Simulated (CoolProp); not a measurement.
Oxygen along the isotherm 134.4 K: density (kg/m³) from the reference equation and from simpler models built on Tc = 154.6 K, pc = 5046 kPa, ω = 0.022; each cubic takes its own stable root.

Values from CoolProp's reference Helmholtz-energy equation of state, Schmidt 1985.

| p (kPa) | phase | reference | van der Waals | Redlich-Kwong | Soave-Redlich-Kwong | Peng-Robinson |
|---|---|---|---|---|---|---|
| 1940 | gas | 73.30 | 68.77 | 72.97 | 72.90 | 74.42 |
| 3880 | liquid | 884.3 | 608.0 | 834.9 | 833.3 | 941.0 |
| 5820 | liquid | 901.1 | 634.8 | 860.8 | 859.5 | 968.8 |
| 7760 | liquid | 915.5 | 654.6 | 882.4 | 881.3 | 992.1 |
| 9700 | liquid | 928.2 | 670.5 | 901.0 | 899.9 | 1012 |
| 11600 | liquid | 939.4 | 683.5 | 917.0 | 916.0 | 1029 |
| 13600 | liquid | 950.1 | 695.4 | 932.0 | 931.2 | 1046 |
| 15500 | liquid | 959.5 | 705.4 | 945.0 | 944.2 | 1060 |
| 17500 | liquid | 968.7 | 714.7 | 957.5 | 956.7 | 1073 |
| 19400 | liquid | 976.9 | 722.7 | 968.4 | 967.7 | 1085 |
| 21400 | liquid | 985.0 | 730.5 | 979.1 | 978.4 | 1096 |
| 23300 | liquid | 992.2 | 737.2 | 988.6 | 987.9 | 1106 |
| 25200 | liquid | 999.1 | 743.5 | 997.5 | 996.8 | 1116 |
